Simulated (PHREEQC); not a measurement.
Solution (25 °C): 17 mmol/kgw Pb(NO3)2. Closed to the air; pH follows from the charge balance.

The numbers come from PHREEQC with the ion-association model, wateq4f.dat.

Each row changes one thing in this solution. This is a speciation only: nothing precipitates in the calculation.

| case | pH | ionic strength (mol/kgw) | NO3- (mol/kgw) | Pb+2 (mol/kgw) | PbNO3+ (mol/kgw) | PbOH+ (mol/kgw) | SI of Pb(OH)2 (Pb(OH)2) | SI of Litharge (PbO) |
|---|---|---|---|---|---|---|---|---|
| as made | 4.83 | 0.0451 | 0.0310 | 0.0140 | 0.00296 | 1.04e-5 | -0.68 | -5.25 |
| diluted 5-fold with water | 5.17 | 0.00978 | 0.00659 | 0.00319 | 0.000206 | 6.72e-6 | -0.49 | -5.06 |
| Pb(NO3)2 from 0.017 to 0.0085 mol/kgw | 4.98 | 0.0235 | 0.0160 | 0.00751 | 0.000976 | 9.03e-6 | -0.57 | -5.14 |
| Pb(NO3)2 from 0.017 to 0.0153 mol/kgw | 4.85 | 0.0409 | 0.0281 | 0.0128 | 0.00251 | 1.02e-5 | -0.66 | -5.23 |
| 0.00026 mol/kgw Zn(NO3)2 added | 4.83 | 0.0458 | 0.0315 | 0.0140 | 0.00299 | 1.03e-5 | -0.68 | -5.25 |
| Pb(NO3)2 from 0.017 to 0.0017 mol/kgw | 5.30 | 0.00498 | 0.00334 | 0.00163 | 5.96e-5 | 5.09e-6 | -0.46 | -5.03 |
| Pb(NO3)2 from 0.017 to 0.0255 mol/kgw | 4.73 | 0.0655 | 0.0455 | 0.0199 | 0.00552 | 1.08e-5 | -0.77 | -5.34 |

Species that the database lacks are ignored.
